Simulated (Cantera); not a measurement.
# Adiabatic ignition

An adiabatic, constant-volume homogeneous reactor starts with 15.0 % H₂, 17.8 % O₂, 67.2 % N₂, equivalence ratio 0.42, at 1175 K and 1.00 bar.

Detailed kinetics in Cantera: the H2/O2 subset of GRI-Mech 3.0, which has no nitrogen chemistry.

```tsv
t (s)	T (K)	P (bar)	x H₂	x O₂	x O	x HO₂	x OH	x H₂O
1.00e-6	1175	1.00	0.150	0.178	1.20e-10	1.18e-9	8.33e-11	1.05e-10
2.68e-6	1175	1.00	0.150	0.178	6.68e-10	3.38e-9	3.83e-10	1.32e-9
7.20e-6	1175	1.00	0.150	0.178	4.86e-9	1.20e-8	2.58e-9	1.98e-8
1.93e-5	1175	1.00	0.150	0.178	2.05e-7	2.27e-7	1.07e-7	1.17e-6
5.18e-5	1257	1.07	0.117	0.163	0.00385	7.90e-5	0.00252	0.0251
0.000139	2380	1.89	0.00232	0.107	0.00393	9.68e-6	0.0126	0.152
0.000373	2420	1.91	0.00136	0.108	0.00231	1.03e-5	0.0100	0.155
0.00100	2420	1.91	0.00136	0.108	0.00231	1.03e-5	0.0100	0.155
0.00268	2420	1.91	0.00136	0.108	0.00231	1.03e-5	0.0100	0.155
0.00720	2420	1.91	0.00136	0.108	0.00231	1.03e-5	0.0100	0.155
0.0193	2420	1.91	0.00136	0.108	0.00231	1.03e-5	0.0100	0.155
0.0518	2420	1.91	0.00136	0.108	0.00231	1.03e-5	0.0100	0.155
0.139	2420	1.91	0.00136	0.108	0.00231	1.03e-5	0.0100	0.155
0.373	2420	1.91	0.00136	0.108	0.00231	1.03e-5	0.0100	0.155
1.00	2420	1.91	0.00136	0.108	0.00231	1.03e-5	0.0100	0.155
```
x: mole fraction; the columns are a selection and need not sum to one.

| Property | Result |
|---|---|
| time of steepest temperature rise | 56.2 µs |
| temperature at 1.00 s | 2420 K |
| equilibrium temperature | 2420 K |
| x(H₂) at 1.00 s | 0.00136 (gas-phase equilibrium 0.00136) |
| x(O₂) at 1.00 s | 0.108 (gas-phase equilibrium 0.108) |
| x(O) at 1.00 s | 0.00231 (gas-phase equilibrium 0.00231) |
